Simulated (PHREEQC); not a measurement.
Dissolve 19 mmol/kgw MgCl2, 0.045 mmol/kgw Na2SO4 and 0.00029 mmol/kgw H4SiO4 at 90 °C. Closed to the air; pH follows from the charge balance.

The numbers come from PHREEQC with the ion-association model, phreeqc.dat.

Each row changes one thing in this solution. This is a speciation only: nothing precipitates in the calculation.

```json
[
 {"case": "as made", "pH": "5.69", "MgOH+ (mol/kgw)": "2.19e-6", "H3SiO4- (mol/kgw)": "1.27e-10", "SI of Quartz (SiO2)": "-3.34"},
 {"case": "Na2SO4 replaced by NaHCO3 at the same molality", "pH": "6.50", "MgOH+ (mol/kgw)": "1.39e-5", "H3SiO4- (mol/kgw)": "8.05e-10", "SI of Quartz (SiO2)": "-3.34"},
 {"case": "MgCl2 from 0.019 to 0.0209 mol/kgw", "pH": "5.68", "MgOH+ (mol/kgw)": "2.29e-6", "H3SiO4- (mol/kgw)": "1.25e-10", "SI of Quartz (SiO2)": "-3.34"},
 {"case": "H4SiO4 replaced by K2SiO3 at the same molality", "pH": "5.75", "MgOH+ (mol/kgw)": "2.47e-6", "H3SiO4- (mol/kgw)": "1.43e-10", "SI of Quartz (SiO2)": "-3.34"},
 {"case": "temperature from 90 to 45 °C", "pH": "6.33", "MgOH+ (mol/kgw)": "4.44e-7", "H3SiO4- (mol/kgw)": "2.14e-10", "SI of Quartz (SiO2)": "-2.83"},
 {"case": "H4SiO4 replaced by Na2SiO3 at the same molality", "pH": "5.75", "MgOH+ (mol/kgw)": "2.47e-6", "H3SiO4- (mol/kgw)": "1.43e-10", "SI of Quartz (SiO2)": "-3.34"},
 {"case": "temperature from 90 to 30 °C", "pH": "6.59", "MgOH+ (mol/kgw)": "2.34e-7", "H3SiO4- (mol/kgw)": "2.46e-10", "SI of Quartz (SiO2)": "-2.62"}
]
```

Constants without temperature data keep their 25 °C values here.
